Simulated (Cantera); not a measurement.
# Tantalum, niobium, vanadium and zirconium in process gases: Ta(OEt)₅ + CO₂ + H₂

Input: 1 mol Ta(OEt)₅, 0.35 mol CO₂, 100 mol H₂, held at 2075 °C.

Equilibrium computed with Cantera from the NASA thermochemical tables; the gas is ideal and each condensed phase is pure. Candidate condensed phases: C, C₆H₆, C₇H₈, C₈H₁₈, H₂O, Ta, TaC, Ta₂O₅; 113 gas species. The feed counts by its element totals alone. TaC: taken at fixed stoichiometry. Condensed phases not in the tables: Ta₂C. Kinetics and transport are ignored.

At 1.00e-6 bar the condensed part is TaC(s). From 1.00e-5 bar to 10.0 bar the condensed part is C(graphite) + TaC(s).

| P (Pa) | log p H | log p H₂ | log p CO | log p C | n TaC(s) | n C(graphite) |
|---|---|---|---|---|---|---|
| 0.100 | -6.02 | -8.22 | -7.61 | -8.15 | 1.000 | 0 |
| 1 | -5.04 | -6.26 | -6.59 | -7.75 | 1.000 | 0.216 |
| 10 | -4.17 | -4.53 | -5.49 | -7.75 | 1.00 | 2.75 |
| 100 | -3.50 | -3.19 | -4.39 | -7.75 | 1.00 | 2.62 |
| 1000 | -2.95 | -2.08 | -3.34 | -7.75 | 1.00 | 2.49 |
| 10000 | -2.43 | -1.04 | -2.32 | -7.75 | 1.00 | 2.44 |
| 100000 | -1.92 | -0.03 | -1.32 | -7.75 | 1.00 | 2.40 |
| 1000000 | -1.42 | 0.97 | -0.32 | -7.75 | 1.00 | 2.19 |
log p: log10 of the partial pressure in bar; n: condensed amount in mol.
